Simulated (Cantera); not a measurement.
A closed system holds: 1 mol SiO2, 4.6 mol CH4, 0.3 mol N2, held at 2425 K and 100000 Pa.

These are equilibrium values from Cantera (NASA tables, ideal gas, pure condensed phases), not measurements of a reactor. Candidate condensed phases: C, C6H6, C7H8, C8H18, H2O, Si, SiC, SiO2, Si2N2O, Si3N4; 151 gas species. Gases not in the tables: Si2H6 and higher silanes. Equilibrium is a limit: real reactors are often held back by kinetics, nucleation or transport.

Base state: H2 0.775, CO 0.169, N2 0.0217, H 0.0158, HCN 0.00756, C2H2 (acetylene) 0.00605, SiO 0.00353, HNC 0.000810 (mole fractions); condensed: C(graphite) + SiC(s).

Task: What changes in the equilibrium state with this change: pressure from 100000 Pa to 13300 Pa?

Result: 
| species | before | after |
|---|---|---|
| H2 | 0.775 | 0.747 |
| CO | 0.169 | 0.166 |
| H | 0.0158 | 0.0424 |
| Si | 0.000532 | 0.00399 |
| N2 | 0.0217 | 0.0213 |
| CH4 | 0.000102 | 1.27e-5 |
| SiC2 | 0.000110 | 0.000827 |
| C(graphite), mol | 1.45 | 1.50 |
| SiC(s), mol | 0.947 | 0.885 |
The tables' values for SiN are old estimates; treat these amounts as uncertain.
